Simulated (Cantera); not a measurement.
A closed system holds: 1 mol Fe(CO)₅, 0.52 mol CO, 0.47 mol H₂, at 1048 K and 0.0180 bar.

Method: chemical equilibrium by Gibbs-energy minimisation in Cantera with the NASA 1993 tables (ideal gas, pure condensed phases). Candidate condensed phases: C, C₆H₆, C₇H₈, C₈H₁₈, Fe, Fe(CO)₅, FeO, Fe(OH)₂, Fe(OH)₃, Fe₂O₃, Fe₃O₄, H₂O; 114 gas species. Condensed phases not in the tables: cementite and carbon dissolved in iron. Rates play no part.

Base state: CO 0.918, H₂ 0.0785, CO₂ 0.00336, H₂O 0.000242 (mole fractions); condensed: C(graphite) + Fe(α).

Q: What changes in the equilibrium state with this change: temperature from 1048 K to 848.15 K?

A: 
```json
[
 {"species": "CO", "before": "0.918", "after": "0.703"},
 {"species": "CO₂", "before": "0.00336", "after": "0.202"},
 {"species": "H₂", "before": "0.0785", "after": "0.0867"},
 {"species": "H₂O", "before": "0.000242", "after": "0.00807"},
 {"species": "CH₄", "before": "6.47e-6", "after": "8.65e-5"},
 {"species": "C(graphite), mol", "before": "0.0215", "after": "1.04"},
 {"species": "Fe(α), mol", "before": "1.00", "after": "1.00"}
]
```
